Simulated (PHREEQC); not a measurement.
Synthetic water in mg/kgw, 20 °C, pH 6.84, pe 8.2:

```json
[
 {"constituent": "Na", "mg/kgw": "2.47"},
 {"constituent": "K", "mg/kgw": "2.58"},
 {"constituent": "Ca", "mg/kgw": "10.7"},
 {"constituent": "Mg", "mg/kgw": "0.193"},
 {"constituent": "Cl", "mg/kgw": "8.11"},
 {"constituent": "S(6) as SO4", "mg/kgw": "8.14"},
 {"constituent": "Alkalinity as HCO3", "mg/kgw": "18.9"},
 {"constituent": "Li", "mg/kgw": "0.000833"},
 {"constituent": "Pb", "mg/kgw": "2.34"}
]
```

Cl is adjusted to close the charge balance.
Valence states are taken as typed.

Equilibrium calculation in PHREEQC: ion-association model, phreeqc.dat.

```tsv
quantity	before	after
CO2 (mol/kgw)	9.96e-5	9.74e-5
SO4-2 (mol/kgw)	8.17e-5	7.77e-5
PbCO3 (mol/kgw)	5.39e-6	5.11e-6
Pb+2 (mol/kgw)	4.32e-6	4.52e-6
CaSO4 (mol/kgw)	2.75e-6	6.76e-6
PbHCO3+ (mol/kgw)	8.78e-7	8.49e-7
SI of Pb(OH)2 (Pb(OH)2)	-0.07	-0.09
SI of Cerussite (PbCO3)	+0.68	+0.66
```

**Question.** Which change was made?
A. pH from 6.84 to 6.54 at the same alkalinity
B. Ca from 10.7 to 32.1 mg/kgw
C. S(6) from 8.14 to 16.3 mg/kgw

**Answer.** B, Ca from 10.7 to 32.1 mg/kgw

This is a speciation only: nothing precipitates in the calculation. Some of these states are supersaturated (in Cerussite, for instance).
